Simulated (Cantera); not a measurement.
An isothermal, constant-pressure homogeneous reactor starts with N₂O : H₂ : N₂ = 1 : 0.26 : 0.82 (molar parts), at 1150 K and 1.20 bar.

Cantera simulation using GRI-Mech 3.0 (53 species, 325 reactions); the numbers are that mechanism's predictions, not measurements. GRI-Mech 3.0 was tuned for natural gas; its chemistry of N2O as a main component is partial and can be far from experiment. The mechanism lacks the step 2 NO + O2 → 2 NO2, which can matter for NO2 below about 1400 K. The temperature is held fixed by assumption; the heat of reaction is taken as removed at once.

x: mole fraction; the columns are a selection and need not sum to one.

```tsv
t (s)	x N₂O	x H₂	x H₂O	x NO	x O
0.00100	0.444	0.0879	0.0368	0.000302	___
0.00236	0.397	0.0419	0.0827	0.000540	___
0.00556	0.363	0.00797	0.117	0.000701	___
0.0131	0.354	0.000172	0.124	0.000772	9.18e-7
0.0310	0.351	1.68e-6	0.125	0.000825	8.70e-7
0.0730	0.344	3.32e-7	0.124	0.00111	8.39e-7
0.172	0.329	1.17e-7	0.124	0.00183	7.99e-7
0.406	0.297	8.93e-8	0.122	0.00334	___
0.959	0.237	6.60e-8	0.119	0.00601	___
2.26	0.148	4.44e-8	0.114	0.00947	___
5.33	0.0597	2.37e-8	0.109	0.0120	___
12.6	0.0108	6.91e-9	0.107	0.0126	___
29.7	0.000354	1.34e-9	0.106	0.0127	___
70.0	1.84e-7	1.10e-9	0.106	0.0127	___
```

Problem. Some entries are withheld; supply them.

Solution. 
- 0.00100, x O: 5.16e-7
- 0.00236, x O: 3.89e-7
- 0.00556, x O: 6.80e-7
- 0.406, x O: 7.31e-7
- 0.959, x O: 6.20e-7
- 2.26, x O: 4.51e-7
- 5.33, x O: 2.37e-7
- 12.6, x O: 5.94e-8
- 29.7, x O: 5.07e-9
- 70.0, x O: 2.90e-9
